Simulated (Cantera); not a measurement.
Charge: 1 mol Pb, 0.25 mol O2, 0.21 mol H2, at 5250 Torr.

Equilibrium computed with Cantera from the NASA thermochemical tables; the gas is ideal and each condensed phase is pure. Candidate condensed phases: H2O, Pb, PbO, PbO2, Pb3O4; 12 gas species. Each liquid is taken as pure. Mutual solubility and eutectic melting of coexisting phases are not modelled. Gases not in the tables: (PbO)n polymers. Equilibrium is a limit: real reactors are often held back by kinetics, nucleation or transport.

log p: log10 of the partial pressure in bar; n: condensed amount in mol.

| T (°C) | log p H2O | log p Pb | log p PbO | log p H2 | n Pb(l) | n PbO(red) | n PbO(yellow) | n PbO(l) |
|---|---|---|---|---|---|---|---|---|
| 475 | 0.85 | -8.06 | <-11 | -3.47 | 0.710 | 0.290 | 0 | 0 |
| 575 | 0.85 | (withheld) | (withheld) | (withheld) | 0.710 | 0 | 0.290 | 0 |
| 675 | 0.85 | -5.32 | -7.31 | -3.07 | 0.710 | 0 | 0.290 | 0 |
| 775 | 0.85 | -4.35 | -5.86 | -2.91 | 0.710 | 0 | 0.290 | 0 |
| 875 | 0.84 | -3.55 | -4.66 | -2.78 | 0.710 | 0 | 0.290 | 0 |
| 975 | 0.84 | (withheld) | (withheld) | (withheld) | 0.710 | 0 | 0 | 0.290 |
| 1075 | 0.84 | -2.32 | -3.00 | -2.38 | 0.710 | 0 | 0 | 0.290 |
| 1175 | 0.84 | -1.84 | -2.35 | -2.21 | 0.709 | 0 | 0 | 0.290 |
| 1275 | 0.84 | -1.42 | -1.80 | -2.06 | 0.709 | 0 | 0 | 0.290 |
| 1375 | 0.84 | -1.05 | -1.32 | -1.93 | 0.707 | 0 | 0 | 0.289 |

### Question
Some entries are withheld; supply them.

### Answer

- 975, log p Pb: -2.89
- 975, log p PbO: -3.75
- 975, log p H2: -2.57
- 575, log p Pb: -6.52
- 575, log p PbO: -9.12
- 575, log p H2: -3.25
